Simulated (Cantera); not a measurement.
## Equilibrium for abatement and gas-phase synthesis: N2O + H2O

Input: 1 mol N2O, 0.039 mol H2O, equilibrated at 65.0 bar.

Cantera equilibrium calculation (NASA polynomials, part measured and part estimated; ideal gas, pure solids and liquids). Candidate condensed phases: H2O; 47 gas species. Ions and electrons are included (thermal ionisation). The ideal-gas law is rough above about 30 bar. Equilibrium is a limit: real reactors are often held back by kinetics, nucleation or transport.

From 3000 K to 5000 K nothing is condensed.

| T (K) | log p N2 | log p O2 | log p O | log p NO | log p OH | log p H | log p H2O |
|---|---|---|---|---|---|---|---|
| 3000 | 1.61 | 1.28 | -0.31 | 0.51 | -0.23 | -1.74 | 0.12 |
| 3500 | 1.59 | 1.23 | 0.31 | 0.70 | 0.08 | -0.92 | -0.04 |
| 4000 | 1.56 | 1.14 | 0.74 | 0.81 | 0.21 | -0.38 | -0.34 |
| 4500 | 1.54 | 0.99 | 1.04 | 0.85 | 0.19 | -0.04 | -0.77 |
| 5000 | 1.51 | 0.78 | 1.23 | 0.84 | 0.05 | 0.16 | -1.31 |
log p: log10 of the partial pressure in bar; nothing condenses.
